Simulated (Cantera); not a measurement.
A closed system holds: 1 mol Si, 0.78 mol Br2, 85 mol N2, equilibrated at 810 Pa.

Equilibrium computed with Cantera from the NASA thermochemical tables; the gas is ideal and each condensed phase is pure. Candidate condensed phases: Br2, Si, Si3N4; 13 gas species. N2 is the only nitrogen source here; it is nearly inert below about 1500 K, so the nitride shown seldom forms there in practice. Rates play no part. All values below are at 750 K.

Base state: N2 0.995, SiBr4 0.00459 (mole fractions); condensed: Si3N4(s).

Problem. What changes in the equilibrium state with this change: 0.032 mol NH3 added?

Solution. 
| species | before | after |
|---|---|---|
| N2 | 0.995 | 0.995 |
| SiBr4 | 0.00459 | 0.00430 |
| HBr | 0 | 0.00113 |
| Si3N4(s), mol | 0.203 | 0.211 |
